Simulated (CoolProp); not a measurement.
Computed with CoolProp (reference Helmholtz-energy equation of state, Schmidt 1985).

### Question
Give the vapour pressure (kPa), liquid density (kg/m³), enthalpy of vaporisation (kJ/kg), liquid cp (kJ/(kg K)) of saturated oxygen at -159.95, -134.15, -128.95 °C.

### Answer
| T (°C) | p (kPa) | liquid density (kg/m³) | enthalpy of vaporisation (kJ/kg) | liquid cp (kJ/(kg K)) |
|---|---|---|---|---|
| -159.95 | 673 | 1020 | 185 | 1.84 |
| -134.15 | 2670 | 823 | 128 | 2.61 |
| -128.95 | 3340 | 765 | 109 | 3.22 |
